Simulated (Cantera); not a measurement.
# Stirred combustor or abatement burner

A perfectly stirred reactor is fed with 3.24 % CH4, 11.8 % O2, 85.0 % N2, at 1.30 bar; it is adiabatic with a 600 K inlet, and is followed from long to short residence time, starting on the burning branch (τ in s: 0.036, 0.013, 0.005, 0.0018, 0.00069, 0.00026, 9.6e-05, 3.6e-05, 1.3e-05, 5e-06).

Cantera simulation using GRI-Mech 3.0 (53 species, 325 reactions); the numbers are that mechanism's predictions, not measurements.

```json
[
 {"τ (s)": "0.036", "T (K)": "1355", "x CH4": "9.76e-5", "x O2": "0.0538", "x NO": "4.30e-7", "x C2H6": "7.10e-8", "x H": "1.23e-5", "x CH2O": "7.25e-6"},
 {"τ (s)": "0.013", "T (K)": "1341", "x CH4": "0.000213", "x O2": "0.0547", "x NO": "2.91e-7", "x C2H6": "2.02e-7", "x H": "3.00e-5", "x CH2O": "1.60e-5"},
 {"τ (s)": "0.0050", "T (K)": "600", "x CH4": "0.0324", "x O2": "0.118", "x NO": "<1e-12", "x C2H6": "<1e-12", "x H": "<1e-12", "x CH2O": "<1e-12"},
 {"τ (s)": "0.0018", "T (K)": "600", "x CH4": "0.0324", "x O2": "0.118", "x NO": "<1e-12", "x C2H6": "<1e-12", "x H": "<1e-12", "x CH2O": "<1e-12"},
 {"τ (s)": "0.00069", "T (K)": "600", "x CH4": "0.0324", "x O2": "0.118", "x NO": "<1e-12", "x C2H6": "<1e-12", "x H": "<1e-12", "x CH2O": "<1e-12"},
 {"τ (s)": "0.00026", "T (K)": "600", "x CH4": "0.0324", "x O2": "0.118", "x NO": "<1e-12", "x C2H6": "<1e-12", "x H": "<1e-12", "x CH2O": "<1e-12"},
 {"τ (s)": "9.6e-5", "T (K)": "600", "x CH4": "0.0324", "x O2": "0.118", "x NO": "<1e-12", "x C2H6": "<1e-12", "x H": "<1e-12", "x CH2O": "<1e-12"},
 {"τ (s)": "3.6e-5", "T (K)": "600", "x CH4": "0.0324", "x O2": "0.118", "x NO": "<1e-12", "x C2H6": "<1e-12", "x H": "<1e-12", "x CH2O": "<1e-12"},
 {"τ (s)": "1.3e-5", "T (K)": "600", "x CH4": "0.0324", "x O2": "0.118", "x NO": "<1e-12", "x C2H6": "<1e-12", "x H": "<1e-12", "x CH2O": "<1e-12"},
 {"τ (s)": "5.0e-6", "T (K)": "600", "x CH4": "0.0324", "x O2": "0.118", "x NO": "<1e-12", "x C2H6": "<1e-12", "x H": "<1e-12", "x CH2O": "<1e-12"}
]
```
x: mole fraction; the columns are a selection and need not sum to one.
